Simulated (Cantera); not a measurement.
Feed: 1 mol Si3N4, 0.0036 mol C, 1 mol N2, held at 2848.15 K and 13.0 mbar.

These are equilibrium values from Cantera (NASA tables, ideal gas, pure condensed phases), not measurements of a reactor. Candidate condensed phases: C, Si, SiC, Si3N4; 20 gas species. The tables' values for SiN are old estimates; treat these amounts as uncertain. Equilibrium is a limit: real reactors are often held back by kinetics, nucleation or transport.

Base state: N2 0.501, Si 0.493, Si2 0.00283, SiN 0.00253, Si2C 0.000438, Si2N 0.000250, CN 8.22e-5, Si3 5.97e-5 (mole fractions); condensed: gas only.

Problem. What changes in the equilibrium state with this change: 0.062 mol CO2 added?

Solution. 
```json
[
 {"species": "N2", "before": "0.501", "after": "0.496"},
 {"species": "Si", "before": "0.493", "after": "0.478"},
 {"species": "CO", "before": "0", "after": "0.0103"},
 {"species": "SiO", "before": "0", "after": "0.0102"},
 {"species": "Si3", "before": "5.97e-5", "after": "5.44e-5"},
 {"species": "Si2C", "before": "0.000438", "after": "0.000403"},
 {"species": "SiC2", "before": "3.17e-5", "after": "2.95e-5"}
]
```
Further candidate phases: SiO2, Si2N2O.
